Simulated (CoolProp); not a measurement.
Vapour-liquid equilibrium of propane (1) + cyclohexane (2) at 53.35 °C; x and y are mole fractions of (1).

The numbers come from the multi-fluid Helmholtz-energy mixture model, Lemmon 2009 and Zhou 2014; pair parameters Bell 2016 in CoolProp.

```tsv
x	bubble pressure (MPa)	y at the bubble point	dew pressure at overall composition x (MPa)	liquid density (mol/L)
0.05	0.1371	0.705	0.04318	8.978
0.15	0.3268	0.881	0.04825	9.189
0.25	0.5107	0.927	0.05465	9.398
0.35	0.6874	0.949	0.06301	9.603
0.45	0.8567	0.961	0.07435	9.798
0.55	1.020	0.970	0.09065	9.977
0.65	1.181	0.977	0.1161	10.13
0.75	1.344	0.983	0.1612	10.24
0.85	1.519	0.989	0.2636	10.27
0.95	1.721	0.996	0.7038	10.17
```

No azeotrope shows between x = 0.05 and 0.95.

The pair parameters rest on a limited set of measurements; away from them the model extrapolates. The gap from Raoult's law changes sign with composition, which may be real or a fault of the pair parameters; it wasn't checked against measurements.
